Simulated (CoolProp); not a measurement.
Vapour-liquid equilibrium of benzene (1) + cyclohexane (2) at 3.73 bar; x and y are mole fractions of (1).

Values from CoolProp's multi-fluid Helmholtz-energy mixture model, Thol 2012 and Zhou 2014; pair parameters Bell 2016.

Problem. Give the bubble temperature and the first vapour's composition at x = 0.2, 0.65, 0.8. Is there an azeotrope?

Solution. x = 0.2: 401.7 K, y = 0.235; x = 0.65: 399.9 K, y = 0.642; x = 0.8: 400.4 K, y = 0.778. y crosses x between x = 0.5 and 0.65: the model has an azeotrope there.

Pair parameters are fitted to limited data, so mixtures are less certain than the pure fluids.
